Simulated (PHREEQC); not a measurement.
0.36 g of hydrous ferric oxide (600 m²/g; 0.2 weak and 0.005 strong sites per Fe, Dzombak-Morel constants, diffuse double layer) in 1 kg of water with 0.001 mol/kgw of an inert sodium salt and 4.6e-06 mol/kgw Na2SO4, at 25 °C; the pH is set by adding NaOH or the inert anion's acid. Oxygen alone is held at its pressure in air (log pO2 = -0.68). CO2 from the air is kept out. Precipitation was switched off in this run.

Base run: PHREEQC, ion-association model, wateq4f.dat. Each further column changes one thing. The table gives surface charge σ (C/m²).

| pH | base | background salt from 0.001 to 0.0001 mol/kgw | oxide from 0.36 to 1.8 g/kgw | 0.00056 mol/kgw Ag2SO4 added |
|---|---|---|---|---|
| 3 | 0.256 | 0.230 | 0.279 | 0.023 |
| 4 | 0.120 | 0.074 | (withheld) | 0.019 |
| 5 | 0.050 | (withheld) | 0.056 | 0.015 |
| 6 | 0.019 | 0.007 | (withheld) | 0.011 |
| 7 | 0.006 | 0.002 | 0.006 | 0.006 |
| 8 | 0.000 | 0.000 | 0.000 | (withheld) |
| 9 | -0.004 | -0.002 | -0.004 | -0.006 |

Q: What belongs in the gaps?

A: 
- 4, oxide from 0.36 to 1.8 g/kgw: 0.137
- 5, background salt from 0.001 to 0.0001 mol/kgw: 0.022
- 6, oxide from 0.36 to 1.8 g/kgw: 0.020
- 8, 0.00056 mol/kgw Ag2SO4 added: 0.001

The oxide is taken as insoluble; below pH 4 it would dissolve.
